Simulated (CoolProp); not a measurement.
Computed with CoolProp (reference Helmholtz-energy equation of state, Lemmon 2006). It is a short technical equation, of lower accuracy than the large ones.

**Question.** Give the vapour pressure (MPa), liquid density (kg/m³), surface tension (mN/m) of saturated isopentane at 255.7, 308.7 K.

**Answer.** 
| T (K) | p (MPa) | liquid density (kg/m³) | surface tension (mN/m) |
|---|---|---|---|
| 255.7 | 0.0153 | 656 | 19.1 |
| 308.7 | 0.131 | 604 | 13.3 |

Surface tension comes from a separate correlation (Mulero 2012).
